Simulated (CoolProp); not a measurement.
Vapour pressure (kPa) of isopentane: the reference equation beside estimates from Tc = 460.3 K, pc = 3378 kPa, ω = 0.227. Clausius-Clapeyron is anchored at 328.8 K with a constant enthalpy of vaporisation of 23.11 kJ/mol.

The numbers come from the reference Helmholtz-energy equation of state, Lemmon 2006 in CoolProp. It is a short technical equation, of lower accuracy than the large ones.

```csv
T (K),reference,Clausius-Clapeyron,van der Waals,Soave-Redlich-Kwong,Peng-Robinson
286.6,59.89,69.67,362.0,59.19,60.02
295.1,82.31,92.13,425.5,81.58,82.30
303.5,110.5,119.6,495.2,109.8,110.3
312,146.1,153.4,573.1,145.6,145.6
320.4,189.4,193.8,657.6,189.2,188.7
328.8,241.9,241.9,749.9,242.3,241.0
337.3,305.7,299.3,851.4,306.9,304.5
345.7,380.4,365.7,960.1,382.7,379.1
354.2,469.2,443.5,1079,473.1,468.0
362.6,571.4,532.0,1205,577.2,570.4
371.1,690.8,634.1,1341,699.1,690.3
379.5,826.0,748.4,1486,837.2,826.5
```

Absolute difference from the reference over all 12 rows, mean and median: Clausius-Clapeyron 6.6 and 6.2 %, van der Waals 230.4 and 194.3 %, Soave-Redlich-Kwong 0.7 and 0.7 %, Peng-Robinson 0.2 and 0.2 %.
